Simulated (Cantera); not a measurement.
A Cantera script and what it prints.

```python
import numpy as np
import cantera as ct

gas_names = """
    AL ALH ALN ALO ALOH ALO2 ALO2H AL2 AL2O AL2O2 H HALO HNO HNO2 HNO3 HO2 H2 H2O H2O2 N NH NH2 NH3
    NH2OH NO NO2 NO3 N2 N2H2 N2H4 N2O O OH O2 O3
""".split()
cond_names = """
    AL(cr) AL(L) ALN(s) AL2O3(a) AL2O3(L) H2O(s) H2O(L)
""".split()


# ... load() reads the species with a 1 bar reference pressure and builds the phases ...
atoms = {
    'Al2O3': {'AL': 2, 'O': 3},
    'H2': {'H': 2},
    'N2': {'N': 2},
}
top_T = {'ALN(s)': 2750}  # K; cautious upper limits of use, not melting points


# ... equilibrate(T, P, feed) seeds the gas with the atoms and calls Mixture.equilibrate('TP', solver="vcs", rtol=1e-11, max_steps=5000) ...
results = []
feed = {'Al2O3': 1, 'H2': 790, 'N2': 0.54}  # mol
T = 1598.15  # K
P = 13332.2  # Pa
mix = equilibrate(T, P, feed)
results.append((T, P, feed, dict(zip(mix.species_names, mix.species_moles))))
x = sorted(zip(gas.X, gas.species_names), reverse=True)
print(f"T = {T:g} K  P = {P:g} Pa  gas = {mix.phase_moles(0):.4g} mol")
print("   x: " + "  ".join(f"{s} {v:.3e}" for v, s in x if v > 1e-06))
print("   condensed (mol): " + ("  ".join(f"{mix.phase(i).name} {mix.phase_moles(i):.4g}"
      for i in range(1, mix.n_phases) if mix.phase_moles(i) > 1e-12) or "none"))
```

Output:

```
T = 1598.15 K  P = 13332.2 Pa  gas = 790.6 mol
   x: H2 9.992e-01  N2 6.829e-04  H 1.459e-04  H2O 2.015e-06
   condensed (mol): AL2O3(a) 0.9994
```

Cantera equilibrium calculation (NASA polynomials, part measured and part estimated; ideal gas, pure solids and liquids).
